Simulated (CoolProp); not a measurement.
Saturation properties of n-perfluorohexane.

Computed with CoolProp (reference Helmholtz-energy equation of state, Gao 2022).

```
T (°C)  p (kPa)  liquid density (kg/m³)  liquid cp (kJ/(kg K))
------  -------  ----------------------  ---------------------
-4.55     6.706                    1760                  1.001
3.85          …                    1736                  1.014
12.15     16.22                    1713                  1.027
20.55     24.11                    1689                  1.040
28.95         …                       …                  1.053
37.25     48.96                    1640                  1.066
45.65     67.51                    1614                  1.079
54.05     91.19                    1588                  1.093
62.35     120.5                    1562                  1.107
70.75     157.2                    1534                  1.121
79.15     201.9                    1505                  1.136
87.45     255.1                    1475                  1.151
95.85     319.2                       …                  1.168
104.25    394.9                       …                  1.187
```

Q: Fill in the missing entries.

A: 
- 3.85, p (kPa): 10.64
- 28.95, p (kPa): 34.86
- 28.95, liquid density (kg/m³): 1664
- 95.85, liquid density (kg/m³): 1443
- 104.25, liquid density (kg/m³): 1408

It boils at 57.1 °C under 1 atm.
